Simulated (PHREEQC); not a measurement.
A solution holds 0.0085 mol NaH2PO4, 0.0044 mol Na2HPO4 and 0.0039 mol NaCl per kg of water, at 72 °C. Closed to the air; pH follows from the charge balance.

Model: ion-association model, wateq4f.dat, run in PHREEQC.

Precipitation was switched off in this run.

Problem. What pH, ionic strength does the model give?

Solution. pH 6.60; ionic strength 0.0254 mol/kgw.

Problem. In which forms is P present?

Solution. H2PO4- 66 %, HPO4-2 33 %, NaHPO4- 0.7 % of the P.

H3PO4, which wateq4f.dat lacks, is added to it with the constant of phreeqc.dat. Constants without temperature data keep their 25 °C values here.
